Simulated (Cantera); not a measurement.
## Premixed flame

A freely propagating, adiabatic, planar premixed flame of CO : H₂ : CH₄ : O₂ : N₂ = 1 : 0.33 : 1.4 : 2.31 : 8.69 (molar parts), equivalence ratio 1.5, unburnt at 625 K and 3.00 bar; mixture-averaged transport, grid criteria slope 0.08 and curve 0.16, no radiation.

Detailed kinetics in Cantera: GRI-Mech 3.0 (53 species, 325 reactions). Burning velocities carry a grid error of a few per cent, more on coarse grids.

| z (mm) | T (K) | u (m/s) | x CO | x H₂ | x CH₄ | x NO | x H₂O₂ | x C₂H₂ |
|---|---|---|---|---|---|---|---|---|
| -0.539 | 626 | 0.711 | 0.0727 | 0.0258 | 0.102 | <1e-8 | 5.09e-8 | 4.24e-8 |
| -0.359 | 631 | 0.719 | 0.0725 | 0.0285 | 0.101 | 1.69e-8 | 4.88e-7 | 5.24e-7 |
| -0.270 | 652 | 0.745 | 0.0726 | 0.0317 | 0.0994 | 8.99e-8 | 2.34e-6 | 3.29e-6 |
| -0.180 | 760 | 0.875 | 0.0741 | 0.0373 | 0.0922 | 7.45e-7 | 1.23e-5 | 2.88e-5 |
| -0.0899 | 1200 | 1.40 | 0.0857 | 0.0458 | 0.0627 | 6.50e-6 | 2.61e-5 | 0.000233 |
| -0.0449 | 1583 | 1.87 | 0.0997 | 0.0502 | 0.0350 | 1.39e-5 | 6.67e-6 | 0.000579 |
| 0 | 1929 | 2.29 | 0.114 | 0.0525 | 0.0105 | 2.59e-5 | 1.97e-6 | 0.00110 |
| 0.0449 | 2098 | 2.49 | 0.116 | 0.0519 | 0.00178 | 4.41e-5 | 5.13e-7 | 0.000732 |
| 0.0899 | 2152 | 2.55 | 0.113 | 0.0519 | 0.000290 | 6.25e-5 | 1.60e-7 | 0.000260 |
| 0.180 | 2179 | 2.57 | 0.109 | 0.0532 | 1.44e-5 | 8.54e-5 | 5.82e-8 | 3.08e-5 |
| 0.359 | 2197 | 2.59 | 0.107 | 0.0542 | 2.91e-7 | 0.000102 | 3.40e-8 | 1.21e-6 |
| 0.719 | 2213 | 2.61 | 0.107 | 0.0546 | <1e-8 | 0.000111 | 1.83e-8 | 2.61e-8 |
| 1.44 | 2224 | 2.62 | 0.107 | 0.0548 | <1e-8 | 0.000113 | <1e-8 | <1e-8 |
x: mole fraction of selected species; z is measured from the peak of heat release.

| Item | Value |
|---|---|
| laminar burning velocity | 70.9 cm/s |
| thermal thickness | 0.180 mm |
| peak x(H₂O₂) | 2.77e-5 |
| peak x(C₂H₂) | 0.00111 |
| grid points | 145 |
